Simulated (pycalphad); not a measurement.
An equivalent pycalphad script:

```python
from pycalphad import Database, equilibrium, calculate, variables as v
import numpy as np
db = Database('COST507.tdb')
comps = ['AL', 'SI', 'MN', 'VA']
phases = ['AL11MN4', 'AL12MN', 'AL4MN', 'AL6MN', 'AL8MN5_D810', 'ALMNSI_ALPHA', 'ALMNSI_BETA', 'ALMNSI_DELTA', 'BCC_A2', 'CBCC_A12', 'CUB_A13', 'DIAMOND_A4', 'FCC_A1', 'HCP_A3', 'LIQUID', 'MN11SI19', 'MN3SI', 'MN5SI3', 'MN6SI', 'MN9SI2', 'MNSI']
eq = equilibrium(db, comps, phases, {v.X('SI'): 0.0967, v.X('MN'): 0.1008, v.T: np.arange(2350, 499, -75), v.P: 101325, v.N: 1}, output=['HM', 'SM'])
```

CALPHAD calculation (pycalphad, COST 507 light-alloy database (1999)), 1 atm. No gas phase is included, though pure Mn would boil below 2350 K. These are 1990s assessments: newer ones move some temperatures and phases. Amounts are mole fractions of atoms.

Results at three of the temperatures:

```
T = 1900.00 K, P = 101325 Pa, N = 1 mol of atoms
G = -130486 J/mol, H = 56332 J/mol, S = 98.32 J/(mol K)  (SER reference)
chemical potentials (J/mol): Al -122026, Si -143389, Mn -185455
phase             fraction      x(Al)      x(Si)      x(Mn)
LIQUID              1.0000     0.8025     0.0967     0.1008
```

```
T = 1825.00 K, P = 101325 Pa, N = 1 mol of atoms
G = -123161 J/mol, H = 53861 J/mol, S = 97.00 J/(mol K)  (SER reference)
chemical potentials (J/mol): Al -114923, Si -134825, Mn -177556
phase             fraction      x(Al)      x(Si)      x(Mn)
LIQUID              1.0000     0.8025     0.0967     0.1008
```

```
T = 1750.00 K, P = 101325 Pa, N = 1 mol of atoms
G = -115937 J/mol, H = 51390 J/mol, S = 95.62 J/(mol K)  (SER reference)
chemical potentials (J/mol): Al -107917, Si -126346, Mn -169806
phase             fraction      x(Al)      x(Si)      x(Mn)
LIQUID              1.0000     0.8025     0.0967     0.1008
```

Changes of the phase set, refined by bisection:

```
T (K)                          phases above                         phases below
------  -----------------------------------  -----------------------------------
1161.3                               LIQUID                 ALMNSI_BETA + LIQUID
1012.6                 ALMNSI_BETA + LIQUID  ALMNSI_ALPHA + ALMNSI_BETA + LIQUID
1011.8  ALMNSI_ALPHA + ALMNSI_BETA + LIQUID                ALMNSI_ALPHA + LIQUID
891.4                 ALMNSI_ALPHA + LIQUID       ALMNSI_ALPHA + FCC_A1 + LIQUID
849.5        ALMNSI_ALPHA + FCC_A1 + LIQUID   ALMNSI_ALPHA + DIAMOND_A4 + FCC_A1
```

Database names, with the compositions (at.%) that they take in these runs: ALMNSI_BETA: Al 65 Mn 23 Si 12; ALMNSI_ALPHA: Al 70 Mn 17 Si 12. FCC_A1 is fcc; DIAMOND_A4 is diamond (Si).
